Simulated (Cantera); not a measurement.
An isothermal, constant-pressure homogeneous reactor starts with 28.1 % H2, 71.9 % O2, equivalence ratio 0.20, at 1398 K and 5.85 Torr.

Computed with Cantera and GRI-Mech 3.0 (53 species, 325 reactions). Radical loss at walls, strong at low pressure, is not modelled. The temperature is held fixed by assumption; the heat of reaction is taken as removed at once.

One state of this run: x H2 = 0.00551; x O2 = 0.646; x H2O = 0.300; x H = 0.0117; x O = 0.0247; x HO2 = 4.03e-6. x: mole fraction; the columns are a selection and need not sum to one.

### Question
Which value of t (s) does it belong to?
A) 0.0757
B) 1.55
C) 7.00
D) 4.00e-5

### Answer
A, 0.0757
